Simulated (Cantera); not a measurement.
What does this Cantera script print?

```python
import numpy as np
import cantera as ct

gas = ct.Solution("gri30.yaml")
gas.TPX = 950, 1800000, {'CH4': 1, 'C2H6': 0.2, 'C3H8': 0.13, 'O2': 1.46, 'N2': 5.48}
reactor = ct.IdealGasConstPressureReactor(gas, energy="on", clone=False)
net = ct.ReactorNet([reactor])
net.rtol, net.atol = 1e-08, 1e-16
show = ['CH4', 'C2H6', 'C3H8', 'NO', 'O']
times = np.geomspace(6e-06, 9, 15)

steps = ct.SolutionArray(gas, extra=["t"])
rows = []
print(f"{'t/s':>10s}{'T/K':>9s}{'P/Pa':>11s}" + "".join(f"{s:>11s}" for s in show))
for t in times:
    while net.time < t:
        t_next = net.step()
        steps.append(gas.state, t=t_next)
    rows.append([np.interp(t, steps.t, y) for y in (steps.T, steps.P, *steps(*show).X.T)])
    print(f"{t:10.3e}{rows[-1][0]:9.1f}{rows[-1][1]:11.4g}" + "".join(f"{x:11.3e}" for x in rows[-1][2:]))
rate = np.gradient(steps.T, steps.t)
print("integrator steps:", len(steps.t))
if steps.T.max() > steps.T[0] + 200:
    print(f"time of steepest temperature rise: {steps.t[rate.argmax()]:.4e} s")
gas.TPX = 950, 1800000, {'CH4': 1, 'C2H6': 0.2, 'C3H8': 0.13, 'O2': 1.46, 'N2': 5.48}
gas.equilibrate("HP")
print(f"equilibrium (HP): T = {gas.T:.1f} K  " + "  ".join(f"{s} {gas[s].X[0]:.3e}" for s in show))
```

Result:

```
       t/s      T/K       P/Pa        CH4       C2H6       C3H8         NO          O
 6.000e-06    950.0    1.8e+06  1.209e-01  2.418e-02  1.572e-02  9.119e-28  2.366e-15
 1.657e-05    950.0    1.8e+06  1.209e-01  2.418e-02  1.572e-02  7.133e-27  6.277e-15
 4.576e-05    950.0    1.8e+06  1.209e-01  2.418e-02  1.572e-02  4.870e-26  1.418e-14
 1.264e-04    950.0    1.8e+06  1.209e-01  2.418e-02  1.572e-02  2.795e-25  2.635e-14
 3.489e-04    950.0    1.8e+06  1.209e-01  2.418e-02  1.572e-02  1.490e-24  5.020e-14
 9.636e-04    950.0    1.8e+06  1.209e-01  2.418e-02  1.572e-02  1.146e-23  1.411e-13
 2.661e-03    950.0    1.8e+06  1.209e-01  2.418e-02  1.572e-02  7.266e-22  1.014e-12
 7.348e-03    950.4    1.8e+06  1.209e-01  2.410e-02  1.565e-02  2.509e-19  1.728e-11
 2.029e-02   2044.7    1.8e+06  2.461e-02  9.433e-05  1.390e-07  2.510e-07  7.136e-07
 5.604e-02   1931.7    1.8e+06  1.207e-03  7.186e-08  7.568e-12  6.823e-08  1.679e-09
 1.548e-01   1923.8    1.8e+06  1.513e-05  1.190e-11  1.949e-17  6.469e-08  1.448e-09
 4.274e-01   1923.7    1.8e+06  3.711e-07  8.357e-15  4.497e-22  6.548e-08  1.447e-09
 1.180e+00   1923.7    1.8e+06  3.711e-07  8.355e-15  4.495e-22  6.753e-08  1.447e-09
 3.259e+00   1923.7    1.8e+06  3.711e-07  8.355e-15  4.495e-22  7.310e-08  1.447e-09
 9.000e+00   1923.8    1.8e+06  3.710e-07  8.354e-15  4.494e-22  8.766e-08  1.448e-09
integrator steps: 3246
time of steepest temperature rise: 2.0266e-02 s
equilibrium (HP): T = 1923.8 K  CH4 4.048e-07  C2H6 9.710e-15  C3H8 5.490e-22  NO 1.851e-07  O 1.448e-09
```

Model: GRI-Mech 3.0 (53 species, 325 reactions), integrated in Cantera. The pressure lies above the range GRI-Mech 3.0 was tuned for (to about 10 atm). Below about 1000 K GRI-Mech 3.0 lacks low-temperature oxidation paths.
